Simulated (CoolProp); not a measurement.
The fluid at 362.99 K and 18.2 MPa expands adiabatically to 1.39 MPa with isentropic efficiency 0.9. The same conditions are run with several fluids, on thermodynamics alone (safety and materials aside).

Computed with CoolProp (reference Helmholtz-energy equation of state of each fluid (CH3F (R41): Lemmon 2006; R115: Lemmon 2016; R404A: Lemmon 2003; C3F8 (R218): Lemmon 2006; R410A: Lemmon 2003)). Blends and air are pseudo-pure fits.

Problem. Rank CH3F (R41), R115, R404A, C3F8 (R218), R410A by work (kJ/kg), highest first.

Solution. CH3F (R41) (58.7), R410A (23.9), R404A (20.7), R115 (14.8), C3F8 (R218) (14.4)

```json
[
 {"fluid": "CH3F (R41)", "final temperature (K)": "259.7", "final phase": "two-phase, vapour fraction 0.541", "final density (kg/m³)": "50.2"},
 {"fluid": "R115", "final temperature (K)": "315.5", "final phase": "two-phase, vapour fraction 0.422", "final density (kg/m³)": "239"},
 {"fluid": "R404A", "final temperature (K)": "302.3", "final phase": "two-phase, vapour fraction 0.471", "final density (kg/m³)": "146"},
 {"fluid": "C3F8 (R218)", "final temperature (K)": "316.7", "final phase": "two-phase, vapour fraction 0.556", "final density (kg/m³)": "244"},
 {"fluid": "R410A", "final temperature (K)": "291.7", "final phase": "two-phase, vapour fraction 0.439", "final density (kg/m³)": "117"}
]
```
